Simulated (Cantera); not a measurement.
# Low-pressure radical oxidation in H2/O2

An isothermal, constant-pressure homogeneous reactor starts with 1.48 % H2, 98.5 % O2, equivalence ratio 0.0075, at 975 K and 1000 Pa.

Detailed kinetics in Cantera: GRI-Mech 3.0 (53 species, 325 reactions). Radical loss at walls, strong at low pressure, is not modelled.

```tsv
t (s)	x H2	x O2	x H	x HO2	x O	x H2O2
0.000200	0.0148	0.985	7.20e-12	1.06e-11	3.80e-12	<1e-12
0.000579	0.0148	0.985	1.57e-11	3.07e-11	2.33e-11	<1e-12
0.00168	0.0148	0.985	5.31e-11	9.05e-11	1.62e-10	<1e-12
0.00485	0.0148	0.985	9.02e-10	3.17e-10	3.60e-9	<1e-12
0.0140	0.0148	0.985	2.46e-6	1.72e-7	9.96e-6	2.18e-11
0.0406	0.000249	0.977	0.00130	2.87e-6	0.00697	3.80e-8
0.118	4.17e-5	0.982	0.000236	1.67e-6	0.00291	2.01e-8
0.340	8.80e-6	0.984	2.42e-5	8.26e-7	0.000655	1.78e-8
0.985	1.27e-6	0.985	1.48e-6	2.89e-7	0.000102	1.31e-8
2.85	1.67e-7	0.985	8.18e-8	7.65e-8	1.47e-5	7.14e-9
8.25	2.52e-8	0.985	5.53e-9	1.77e-8	2.43e-6	2.92e-9
23.9	4.79e-9	0.985	5.14e-10	4.27e-9	4.99e-7	1.03e-9
69.1	1.13e-9	0.985	6.35e-11	1.16e-9	1.24e-7	3.45e-10
200	3.08e-10	0.985	9.55e-12	3.68e-10	3.50e-8	1.15e-10
```
x: mole fraction; the columns are a selection and need not sum to one.

Equilibrium at this temperature and pressure: H2 6.15e-12, O2 0.985, H <1e-12, HO2 2.40e-10, O 7.21e-10, H2O2 3.00e-12 (gas phase only).
